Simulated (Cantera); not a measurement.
Input: 1 mol SiC, a varied amount of O2, 19 mol H2, held at 1873 K and 100000 Pa.

Cantera equilibrium calculation (NASA polynomials, part measured and part estimated; ideal gas, pure solids and liquids). Candidate condensed phases: C, C6H6, C7H8, C8H18, H2O, Si, SiC, SiO2; 123 gas species. Gases not in the tables: Si2H6 and higher silanes. Kinetics and transport are ignored.

Question: What share of the Si ends up in condensed phases as a function of n(O2) (mol), at 0.028, 0.042, 0.062, 0.093, 0.14, 0.21, 0.31, 0.46, 0.69, 1?

Answer: 
```csv
n(O2) (mol),Si condensed (%),as
0.028,97.1,SiC(s)
0.042,95.7,SiC(s)
0.062,93.7,SiC(s)
0.093,90.6,SiC(s)
0.14,85.9,SiC(s)
0.21,78.9,SiC(s)
0.31,69.0,SiC(s)
0.46,54.0,SiC(s)
0.69,31.0,SiC(s)
1,0.0,SiC(s)
```
